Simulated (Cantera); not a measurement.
Charge: 1 mol Si2Cl6, 8.2 mol NH3, held at 798 K and 270 Pa.

These are equilibrium values from Cantera (NASA tables, ideal gas, pure condensed phases), not measurements of a reactor. Candidate condensed phases: NH4Cl, Si, Si3N4; 28 gas species. The feed counts by its element totals alone. The numbers say what is thermodynamically allowed, not how fast it happens.

Base state: H2 0.537, HCl 0.292, N2 0.160, SiCl4 0.0102, SiHCl3 1.66e-5 (mole fractions); condensed: Si3N4(s).

Problem. What changes in the equilibrium state with this change: pressure from 270 Pa to 1000 Pa?

Solution. 
```csv
species,before,after
H2,0.537,0.543
HCl,0.292,0.281
N2,0.160,0.163
SiCl4,0.0102,0.0131
SiHCl3,1.66e-5,2.23e-5
"Si3N4(s), mol",0.605,0.588
```
